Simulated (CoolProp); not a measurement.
Vapour-liquid equilibrium of n-hexane (1) + dimethyl carbonate (2) at 33.55 °C; x and y are mole fractions of (1).

The numbers come from the multi-fluid Helmholtz-energy mixture model, Thol 2019 and Zhou 2011; pair parameters Bell 2016 in CoolProp.

Give the bubble pressure and the first vapour's composition at x = 0.25, 0.35, 0.85. Is there an azeotrope?

x = 0.25: 0.2909 bar, y = 0.672; x = 0.35: 0.3023 bar, y = 0.693; x = 0.85: 0.3133 bar, y = 0.813. y crosses x between x = 0.75 and 0.85: the model has an azeotrope there.

The pair parameters rest on a limited set of measurements; away from them the model extrapolates. With so large a gap from Raoult's law the liquid may split in two, which this calculation doesn't test in full.
